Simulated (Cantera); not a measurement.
Input: 1 mol ZrO2, 14 mol H2, 2.7 mol H2O, at 0.00210 bar.

Method: chemical equilibrium by Gibbs-energy minimisation in Cantera with the NASA 1993 tables (ideal gas, pure condensed phases). Candidate condensed phases: H2O, Zr, ZrO2; 12 gas species. Equilibrium is a limit: real reactors are often held back by kinetics, nucleation or transport. All values below are at 2073 K.

Base state: H2 0.791, H2O 0.156, H 0.0511, OH 0.00115, O 5.31e-5 (mole fractions); condensed: ZrO2(tetragonal).

### Question
What changes in the equilibrium state with this change: ZrO2 replaced by V2O5?

### Answer
| species | before | after |
|---|---|---|
| H2 | 0.791 | 0.665 |
| H2O | 0.156 | 0.228 |
| VO2 | 0 | 0.0567 |
| H | 0.0511 | 0.0468 |
| VO | 0 | 0.000893 |
| O2 | 4.48e-6 | 1.36e-5 |
| O | 5.31e-5 | 9.23e-5 |
| OH | 0.00115 | 0.00183 |
| ZrO2(tetragonal), mol | 1.000 | 0 |
| V2O3(s), mol | 0 | 0.476 |
Condensed phases not in the tables: the oxides between V2O3 and V2O5 other than VO2. Further candidate phases: V, VO, V2O3, V2O4, V2O5.
